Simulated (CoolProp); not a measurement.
Vapour-liquid equilibrium of R143a (1) + isobutane (2) at 24 kPa; x and y are mole fractions of (1).

The numbers come from the multi-fluid Helmholtz-energy mixture model, Lemmon and Jacobsen 2000 and Bücker 2006; pair parameters Bell 2016 in CoolProp.

```csv
x,"bubble temperature, mixture model (°C)","bubble temperature, Raoult's law (°C)","y, mixture model","y, Raoult's law"
0.05,-58.7,-47.0,[?],0.214
0.2,-70.7,-54.9,0.833,0.578
0.35,[?],-60.4,[?],0.756
0.5,[?],-64.6,0.862,0.856
0.65,-72.8,-67.9,[?],0.919
0.8,[?],-70.6,[?],0.962
0.95,-73.6,-72.9,0.953,0.992
```

Q: Some entries are withheld; supply them.

A: 
- 0.05, y, mixture model: 0.596
- 0.35, bubble temperature, mixture model (°C): -72.5
- 0.35, y, mixture model: 0.859
- 0.5, bubble temperature, mixture model (°C): -72.7
- 0.65, y, mixture model: 0.866
- 0.8, bubble temperature, mixture model (°C): -73.2
- 0.8, y, mixture model: 0.885

The largest gap from Raoult's law is -15.8 K in bubble temperature, at x = 0.2. No azeotrope shows between x = 0.05 and 0.95.

Pair parameters are fitted to limited data, so mixtures are less certain than the pure fluids. With so large a gap from Raoult's law the liquid may split in two, which this calculation doesn't test in full.
